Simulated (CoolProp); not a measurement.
A single-stage vapour-compression cycle with the fluid: evaporating at 251.15 K (dew point), condensing at 320.15 K (bubble point), superheat 0 K, subcooling 8 K, compressor efficiency 0.85, no pressure losses. The same conditions are run with several fluids, on thermodynamics alone (safety and materials aside).

Model: reference Helmholtz-energy equation of state of each fluid (R123: Younglove 1994; R245ca: Zhou 2016; sulfur dioxide: Gao 2016; R236FA: Pan 2012; vinyl chloride: Thol 2022; cis-2-butene: Lemmon 2005), in CoolProp.

```tsv
fluid	cooling COP	pressure ratio	discharge temperature (K)	refrigerating effect (kJ/kg)	volumetric capacity (kJ/m³)
R123	2.51	18.0	?	129	?
R245ca	2.42	20.8	326.0	148	?
sulfur dioxide	2.45	13.4	454.2	316	568
R236FA	2.22	?	320.1	95.4	282
vinyl chloride	2.55	10.1	?	269	592
cis-2-butene	2.52	12.2	342.9	305	282
```

### Question
Complete the blanks.

### Answer

- R123, discharge temperature (K): 333.6
- R123, volumetric capacity (kJ/m³): 102
- R245ca, volumetric capacity (kJ/m³): 100
- R236FA, pressure ratio: 13.5
- vinyl chloride, discharge temperature (K): 379.0

The compression ends wet for: R236FA.
